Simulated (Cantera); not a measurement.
Input: 1 mol PbI2, 0.32 mol H2, held at 9.50 Pa.

Equilibrium computed with Cantera from the NASA thermochemical tables; the gas is ideal and each condensed phase is pure. Candidate condensed phases: I2, Pb, PbI2; 10 gas species. Kinetics and transport are ignored. All values below are at 1550 K.

Base state: I 0.597, Pb 0.299, H2 0.0941, HI 0.00475, PbI 0.00420, H 0.000991, PbI2 2.54e-5, I2 1.50e-5 (mole fractions); condensed: gas only.

What changes in the equilibrium state with this change: PbI2 replaced by NaCl?


```
species   before     after
-------  -------  --------
NaCl           0     0.700
H2        0.0941     0.216
Na             0    0.0414
I          0.597         0
Pb         0.299         0
HCl            0    0.0411
HI       0.00475         0
PbI      0.00420         0
Cl             0  0.000228
Na2Cl2         0   6.74e-5
```
Further candidate phases: Na, NaCl.
